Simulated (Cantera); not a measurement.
A Cantera script and its output.

```python
import numpy as np
import cantera as ct

surf = ct.Interface("ptcombust.yaml", "Pt_surf")
gas = surf.adjacent["gas"]
gas.TPX = 625, 100000, {'CO': 0.012, 'O2': 0.042, 'N2': 0.79, 'H2O': 0.074}
surf.TP = 625, 100000
reactor = ct.FlowReactor(gas, clone=False)
reactor.area = 0.0001  # m2
reactor.surface_area_to_volume_ratio = 1300  # 1/m
reactor.mass_flow_rate = 0.23 * reactor.area * gas.density  # inlet velocity 0.23 m/s
reactor.energy_enabled = False
wall = ct.ReactorSurface(surf, reactor, clone=False)
net = ct.ReactorNet([reactor])
net.rtol, net.atol = 1e-8, 1e-16
show, cover = ['CO', 'O2', 'H2O', 'CO2'], ['PT(S)', 'H(S)', 'O(S)', 'OH(S)', 'CO(S)', 'C(S)']

rows = []
print(f"{'z/m':>9s}{'u/(m/s)':>9s}" + "".join(f"{s:>13s}" for s in show + cover))
for z in [0.00028, 0.0006, 0.0013, 0.0028, 0.006, 0.013, 0.028]:
    net.advance(z)
    rows.append([reactor.speed, *gas[show].X, *surf[cover].coverages])
    print(f"{z:9.4g}{rows[-1][0]:9.3g}" + "".join(f"{x:13.4e}" for x in rows[-1][1:]))
```

Result:

```
      z/m  u/(m/s)           CO           O2          H2O          CO2        PT(S)         H(S)         O(S)        OH(S)        CO(S)         C(S)
  0.00028     0.23   1.2881e-02   4.5660e-02   8.0618e-02   1.9241e-04   1.2230e-02   7.7274e-09   5.2834e-03   7.8919e-04   9.8167e-01   4.5620e-14
   0.0006     0.23   1.2658e-02   4.5553e-02   8.0627e-02   4.1623e-04   1.2362e-02   7.7772e-09   5.3859e-03   8.0112e-04   9.8142e-01   4.5219e-14
   0.0013     0.23   1.2156e-02   4.5312e-02   8.0647e-02   9.2170e-04   1.2674e-02   7.8944e-09   5.6350e-03   8.2982e-04   9.8083e-01   4.4286e-14
   0.0028     0.23   1.0992e-02   4.4753e-02   8.0694e-02   2.0933e-03   1.3500e-02   8.1941e-09   6.3249e-03   9.0761e-04   9.7924e-01   4.1959e-14
    0.006    0.229   7.8089e-03   4.3224e-02   8.0824e-02   5.2976e-03   1.6988e-02   9.3258e-09   9.7460e-03   1.2649e-03   9.7196e-01   3.4012e-14
    0.013    0.229   1.8608e-03   4.0367e-02   8.1065e-02   1.1285e-02   4.5393e-03   1.2810e-10   9.8838e-01   6.5942e-03   4.7709e-04   4.3987e-20
    0.028    0.229   1.3010e-03   4.0099e-02   8.1088e-02   1.1848e-02   3.3820e-03   8.2295e-11   9.9073e-01   5.6994e-03   1.8474e-04   1.2660e-20
```

Model: Deutschmann's 1995 Pt surface mechanism with GRI-Mech 3.0 gas chemistry, integrated in Cantera. Catalytic surfaces can have several steady states; this one follows from the mechanism file's or the stated starting coverage. Mass transfer to the wall is taken as infinitely fast.
